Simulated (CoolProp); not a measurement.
Computed with CoolProp (reference Helmholtz-energy equation of state, Gao 2022).

**Question.** Give the vapour pressure (MPa), liquid density (kg/m³), enthalpy of vaporisation (kJ/kg) of saturated n-perfluorobutane at -54.95 °C.

**Answer.** 
```tsv
T (°C)	p (MPa)	liquid density (kg/m³)	enthalpy of vaporisation (kJ/kg)
-54.95	0.00622	1780	114
```
